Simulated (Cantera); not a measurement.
Input: 1 mol SiHCl3, 11 mol N2, equilibrated at 10000 Pa.

These are equilibrium values from Cantera (NASA tables, ideal gas, pure condensed phases), not measurements of a reactor. Candidate condensed phases: NH4Cl, Si, Si3N4; 28 gas species. N2 is the only nitrogen source here; it is nearly inert below about 1500 K, so the nitride shown seldom forms there in practice. Equilibrium is a limit: real reactors are often held back by kinetics, nucleation or transport.

Q: Which condensed phases are stable at each of these points (T (K)): 998, 1073, 1148, 1223, 1298, 1373, 1448, 1523, 1598, 1673, 1748, 1823?

A: 
| T (K) | condensed phases | Si condensed (%) |
|---|---|---|
| 998 | Si3N4(s) | 45.1 |
| 1073 | Si3N4(s) | 45.5 |
| 1148 | Si3N4(s) | 45.7 |
| 1223 | Si3N4(s) | 45.7 |
| 1298 | Si3N4(s) | 45.2 |
| 1373 | Si3N4(s) | 43.3 |
| 1448 | Si3N4(s) | 38.4 |
| 1523 | Si3N4(s) | 28.4 |
| 1598 | Si3N4(s) | 13.7 |
| 1673 | gas only | 0.0 |
| 1748 | gas only | 0.0 |
| 1823 | gas only | 0.0 |

From 998 K to 1598 K the condensed part is Si3N4(s). From 1673 K to 1823 K nothing is condensed.
